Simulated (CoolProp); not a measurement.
Model: reference Helmholtz-energy equation of state, Thol 2014, in CoolProp.

Question: For chloromethane (R40), give the phase and the cv (kJ/(kg K)) at 142.15 °C and 11.4 kPa.

Answer: 
- 142.15 °C and 11.4 kPa: gas; cv 0.813
